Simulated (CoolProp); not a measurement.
The fluid at 98.58 K and 0.178 MPa is compressed adiabatically to 1.1 MPa with isentropic efficiency 1. The same conditions are run with several fluids, on thermodynamics alone (safety and materials aside).

Computed with CoolProp (reference Helmholtz-energy equation of state of each fluid (oxygen: Schmidt 1985; dry air: Lemmon 2000; normal hydrogen: Leachman 2009; carbon monoxide: Lemmon 2006; nitrogen: Span 2000)). Blends and air are pseudo-pure fits.

| fluid | work (kJ/kg) | final temperature (K) | final density (kg/m³) |
|---|---|---|---|
| oxygen | 58.3 | 167.9 | 26.8 |
| dry air | 64.9 | 167.6 | 24.0 |
| normal hydrogen | 1040 | 182.7 | 1.45 |
| carbon monoxide | 66.9 | 167.7 | 23.3 |
| nitrogen | 67.3 | 167.6 | 23.2 |
